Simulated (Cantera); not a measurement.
Ammonia decomposition in nitride growth gas

An isothermal, constant-pressure homogeneous reactor starts with 87.0 % NH3, 13.0 % H2, at 1825 K and 1.00 bar.

Cantera simulation using the gas-phase N/H chemistry of the illustrative SiF4/NH3 mechanism in the Surface Chemkin manual (1991); the numbers are that mechanism's predictions, not measurements. Walls and surfaces, which speed up NH3 decomposition in real reactors, are not modelled.

| t (s) | x NH3 | x H2 | x N2H4 | x N | x N2 |
|---|---|---|---|---|---|
| 1.00e-5 | 0.870 | 0.130 | 9.56e-10 | 6.72e-12 | 9.66e-11 |
| 4.13e-5 | 0.869 | 0.130 | 1.69e-8 | 7.75e-10 | 9.45e-8 |
| 0.000171 | 0.869 | 0.131 | 2.15e-7 | 2.99e-8 | 2.59e-5 |
| 0.000706 | 0.867 | 0.132 | 4.28e-7 | 7.42e-8 | 0.000562 |
| 0.00292 | 0.858 | 0.139 | 4.21e-7 | 7.60e-8 | 0.00304 |
| 0.0120 | 0.821 | 0.166 | 3.94e-7 | 8.21e-8 | 0.0129 |
| 0.0498 | 0.693 | 0.260 | 3.09e-7 | 9.64e-8 | 0.0472 |
| 0.206 | 0.390 | 0.481 | 1.40e-7 | 1.10e-7 | 0.128 |
| 0.850 | 0.0914 | 0.700 | 1.66e-8 | 8.98e-8 | 0.208 |
| 3.51 | 0.0105 | 0.759 | 4.11e-10 | 2.70e-8 | 0.230 |
| 14.5 | 0.00173 | 0.766 | 1.23e-11 | 5.23e-9 | 0.232 |
| 60.0 | 0.000378 | 0.767 | <1e-12 | 1.15e-9 | 0.232 |
x: mole fraction; the columns are a selection and need not sum to one.

Equilibrium at this temperature and pressure: NH3 8.92e-6, H2 0.767, N2H4 <1e-12, N 2.72e-11, N2 0.233 (gas phase only).
